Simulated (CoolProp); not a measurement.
Model: reference Helmholtz-energy equation of state, de Reuck 1993, in CoolProp.

Problem. Give the vapour pressure (bar), liquid density (kg/m³), vapour Z, vapour viscosity (µPa s) of saturated methanol at 310.2, 395, 423.3 K.

Solution. 
| T (K) | p (bar) | liquid density (kg/m³) | vapour Z | vapour viscosity (µPa s) |
|---|---|---|---|---|
| 310.2 | 0.309 | 775 | 0.969 | 9.99 |
| 395 | 6.75 | 685 | 0.864 | 12.4 |
| 423.3 | 14.0 | 646 | 0.793 | 13.1 |

Viscosity comes from a separate model (Xiang 2006).
